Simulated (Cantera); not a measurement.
Ignition delay

Mixture: 36.1 % CO, 2.63 % H₂, 12.9 % O₂, 48.4 % N₂, at 1200000 Pa, adiabatic and at constant volume. Ignition delay is the time to a rise of 400 K.

Cantera simulation using GRI-Mech 3.0 (53 species, 325 reactions); the numbers are that mechanism's predictions, not measurements. The hydrogen kinetics of GRI-Mech 3.0 are dated; newer H2 mechanisms differ, most at raised pressure. The pressure lies above the range GRI-Mech 3.0 was tuned for (to about 10 atm). Where the delays flatten at high temperature, the 400 K rule measures the pace of heat release, not the induction time.

```json
[
 {"T0 (K)": "1248", "delay (ms)": "0.0194"},
 {"T0 (K)": "1323", "delay (ms)": "0.00888"},
 {"T0 (K)": "1398", "delay (ms)": "0.00538"},
 {"T0 (K)": "1473", "delay (ms)": "0.00381"},
 {"T0 (K)": "1548", "delay (ms)": "0.00296"},
 {"T0 (K)": "1623", "delay (ms)": "0.00245"}
]
```
